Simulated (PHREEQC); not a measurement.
Solution (25 °C): 0.22 mol/kgw (NH4)2SO4, 0.012 mol/kgw HCl and 0.00027 mol/kgw KCl. Closed to the air; pH follows from the charge balance.

All values are PHREEQC results (ion-association model, phreeqc.dat), not measurements.

No solid was allowed to form.

Problem. Estimate the pH, density, ionic strength.

Solution. pH 2.59; density 1.014 g/cm³; ionic strength 0.471 mol/kgw.

Problem. In which forms is K present?

Solution. K+ 86 %, KSO4- 14 % of the K.
